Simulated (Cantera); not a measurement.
Mixture: CO : H₂ : CH₄ : O₂ : N₂ : CO₂ = 1 : 1.4 : 0.22 : 0.745 : 3.5 : 0.48 (molar parts), equivalence ratio 2.2, at 4.93 atm, adiabatic and at constant pressure. Ignition delay is the time to a rise of 400 K.

Computed with Cantera and GRI-Mech 3.0 (53 species, 325 reactions).

**Question.** What does this change do: pressure from 4.93 atm to 9.87 atm?

**Answer.** 
| quantity | before | after |
|---|---|---|
| delay at 1150 K | 0.160 ms | 0.179 ms |
| delay at 1250 K | 51.5 µs | 40.2 µs |
| delay at 1350 K | 23.7 µs | 15.8 µs |
| delay at 1450 K | 12.9 µs | 8.06 µs |
| delay at 1550 K | 7.91 µs | 4.72 µs |
| delay at 1650 K | 5.31 µs | 3.04 µs |
| apparent activation energy between 1450 and 1650 K | 88 kJ/mol | 97 kJ/mol |

**Question.** What does this change do: 0.018 parts C2H6 added?

**Answer.** 
```tsv
quantity	before	after
delay at 1150 K	0.160 ms	0.221 ms
delay at 1250 K	51.5 µs	69.1 µs
delay at 1350 K	23.7 µs	30.5 µs
delay at 1450 K	12.9 µs	15.7 µs
delay at 1550 K	7.91 µs	8.94 µs
delay at 1650 K	5.31 µs	5.55 µs
apparent activation energy between 1450 and 1650 K	88 kJ/mol	100 kJ/mol
```
